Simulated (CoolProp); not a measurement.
Vapour-liquid equilibrium of propylene (1) + n-hexane (2) at 245 K; x and y are mole fractions of (1).

Computed with CoolProp (multi-fluid Helmholtz-energy mixture model, Lemmon 2013 and Thol 2019; pair parameters Bell 2016).

**Question.** Give the bubble pressure and the first vapour's composition at x = 0.275, 0.65, 0.875. Is there an azeotrope?

**Answer.** x = 0.275: 0.07166 MPa, y = 0.987; x = 0.65: 0.1426 MPa, y = 0.996; x = 0.875: 0.1963 MPa, y = 0.999. No azeotrope shows between x = 0.05 and 0.95.

The pair parameters rest on a limited set of measurements; away from them the model extrapolates. The gap from Raoult's law changes sign with composition, which may be real or a fault of the pair parameters; it wasn't checked against measurements. With so large a gap from Raoult's law the liquid may split in two, which this calculation doesn't test in full.
